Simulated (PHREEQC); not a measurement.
Solution (20 °C): 4.2 mmol/kgw HF and 30 mmol/kgw NH4HF2. Closed to the air; pH follows from the charge balance.

The numbers come from PHREEQC with the ion-association model, phreeqc.dat.

```json
[
 {"quantity": "pH", "before": "3.03", "after": "2.85"},
 {"quantity": "ionic strength (mol/kgw)", "before": "0.0311", "after": "0.00147"},
 {"quantity": "HF (mol/kgw)", "before": "0.0300", "after": "0.00271"},
 {"quantity": "F- (mol/kgw)", "before": "0.0280", "after": "0.00146"},
 {"quantity": "HF2- (mol/kgw)", "before": "0.00309", "after": "1.46e-5"}
]
```

Question: Name the change that produced these shifts.
(A) HF left out
(B) HF from 0.0042 to 0.021 mol/kgw
(C) NH4HF2 left out
(D) 0.00072 mol/kgw LiOH added
(E) 0.0056 mol/kgw NaF added

Answer: C, NH4HF2 left out

No solid was allowed to form.
